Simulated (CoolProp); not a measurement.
Sulfur hexafluoride along the isotherm 354.9 K: fugacity coefficient from the reference equation and from simpler models built on Tc = 318.7 K, pc = 3.755 MPa, ω = 0.210; each cubic takes its own stable root.

Model: reference Helmholtz-energy equation of state, Guder 2009, in CoolProp.

```csv
p (MPa),phase,reference,van der Waals,Redlich-Kwong,Soave-Redlich-Kwong,Peng-Robinson
2.09,gas,0.8738,0.8746,0.8660,0.8726,0.8567
4.17,supercritical,0.7543,0.7500,0.7402,0.7538,0.7282
6.26,supercritical,0.6402,0.6223,0.6216,0.6438,0.6141
8.34,supercritical,0.5472,0.5337,0.5317,0.5575,0.5267
10.4,supercritical,0.4849,0.4805,0.4734,0.4995,0.4679
12.5,supercritical,0.4421,0.4463,0.4335,0.4593,0.4266
14.6,supercritical,0.4124,0.4244,0.4058,0.4313,0.3973
16.7,supercritical,0.3914,0.4106,0.3861,0.4115,0.3760
18.8,supercritical,0.3764,0.4024,0.3721,0.3973,0.3603
```
